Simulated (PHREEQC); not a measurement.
Solution (25 °C): 0.0025 mol HF, 0.038 mol KF and 4.9e-06 mol H4SiO4 per kg of water. Closed to the air; pH follows from the charge balance.

All values are PHREEQC results (ion-association model, wateq4f.dat), not measurements.

Task: The ionic strength comes out as 0.0381 mol/kgw. What activity coefficients do F-, SiF6-2, H+, K+, HF2- get?

Result: F- 0.83, SiF6-2 0.50, H+ 0.86, K+ 0.83, HF2- 0.83.

This is a speciation only: nothing precipitates in the calculation. SiF6-2 is the database's only silicon fluoride.
